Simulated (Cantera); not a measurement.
A perfectly stirred reactor is fed with C2H6 : H2 = 1 : 22 (molar parts), at 0.0286 atm; it is held at 1800 K, and followed from long to short residence time.

Detailed kinetics in Cantera: GRI-Mech 3.0 (53 species, 325 reactions). GRI-Mech 3.0 stops at C3 and has no aromatics, soot or wall deposition, so with more carbon than oxygen in the feed, carbon stays in small species such as C2H2 where larger ones or solid carbon would form. Radical loss at walls, strong at low pressure, is not modelled.

Q: What does this change do: pressure from 0.0286 atm to 0.00770 atm?

A: 
```
quantity                  before     after
----------------------  --------  --------
x(C2H6) at τ = 12.0 s    3.17e-7   6.39e-7
x(H2) at τ = 12.0 s        0.956     0.954
x(CH3) at τ = 12.0 s    0.000137  0.000277
x(CH2) at τ = 12.0 s     3.27e-7   1.15e-6
x(C2H2) at τ = 12.0 s     0.0384    0.0382
x(C2H6) at τ = 44.0 ms   6.47e-5  0.000146
x(H2) at τ = 44.0 ms       0.942     0.936
x(CH3) at τ = 44.0 ms    0.00169   0.00328
x(CH2) at τ = 44.0 ms    4.22e-6   1.03e-5
x(C2H2) at τ = 44.0 ms    0.0262    0.0224
```
